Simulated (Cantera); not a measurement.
Charge: 1 mol C2H2, 0.81 mol H2O, 1.4 mol N2, at 1223 K and 5180 Torr.

Method: chemical equilibrium by Gibbs-energy minimisation in Cantera with the NASA 1993 tables (ideal gas, pure condensed phases). Candidate condensed phases: C, C6H6, C7H8, C8H18, H2O; 136 gas species. Rates play no part.

Base state: H2 0.420, N2 0.359, CO 0.190, CH4 0.0162, H2O 0.0111, CO2 0.00342, NH3 0.000194, HCN 3.72e-5 (mole fractions); condensed: C(graphite).

### Question
What changes in the equilibrium state with this change: H2O from 0.81 to 0.11 mol?

### Answer
```json
[
 {"species": "N2", "before": "0.359", "after": "0.543"},
 {"species": "H2", "before": "0.420", "after": "0.399"},
 {"species": "CO", "before": "0.190", "after": "0.0402"},
 {"species": "H2O", "before": "0.0111", "after": "0.00222"},
 {"species": "CH4", "before": "0.0162", "after": "0.0146"},
 {"species": "CO2", "before": "0.00342", "after": "0.000153"},
 {"species": "HCN", "before": "3.72e-5", "after": "4.46e-5"},
 {"species": "NH3", "before": "0.000194", "after": "0.000221"},
 {"species": "C(graphite), mol", "before": "1.18", "after": "1.86"}
]
```

### Question
What changes in the equilibrium state with this change: N2 from 1.4 to 8.5 mol?

### Answer
```tsv
species	before	after
N2	0.359	0.768
H2	0.420	0.157
CO	0.190	0.0707
H2O	0.0111	0.00154
CH4	0.0162	0.00227
CO2	0.00342	0.000474
NH3	0.000194	6.49e-5
HCN	3.72e-5	3.32e-5
C(graphite), mol	1.18	1.19
```
